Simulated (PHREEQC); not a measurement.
Consider water at 80 °C with 0.071 mol CdSO4, 0.14 mol NaOH and 0.22 mol H2SO4 per kg of water. Closed to the air; pH follows from the charge balance.

Equilibrium calculation in PHREEQC: ion-association model, phreeqc.dat.

| quantity | before | after |
|---|---|---|
| pH | 1.22 | 1.08 |
| ionic strength (mol/kgw) | 0.380 | 0.399 |
| HSO4- (mol/kgw) | 0.219 | 0.192 |
| Na+ (mol/kgw) | 0.134 | 0.133 |
| SO4-2 (mol/kgw) | 0.0321 | 0.0450 |
| NaSO4- (mol/kgw) | 0.00581 | 0.00747 |

Question: Name the change that produced these shifts.
A. temperature from 80 to 50 °C
B. CdSO4 left out
C. CdSO4 from 0.071 to 0.0071 mol/kgw
D. diluted 100-fold with water
E. CdSO4 from 0.071 to 0.0355 mol/kgw

Answer: A, temperature from 80 to 50 °C

Precipitation was switched off in this run. At this temperature some constants are extrapolated from 25 °C, and those without enthalpy data are left unchanged.
